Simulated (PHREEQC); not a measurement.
Solution (25 °C): 0.005 mol/kgw HCl, 9.6e-05 mol/kgw ZnSO4 and 0.28 mol/kgw MgSO4. Closed to the air; pH follows from the charge balance.

All values are PHREEQC results (ion-association model, phreeqc.dat), not measurements.

No solid was allowed to form.

### Question
Estimate the pH.

### Answer
pH 2.95.

### Question
In which forms is Zn present?

### Answer
ZnSO4 38 %, Zn+2 34 %, Zn(SO4)2-2 28 % of the Zn.

Complexes and solids missing from the database can't appear.
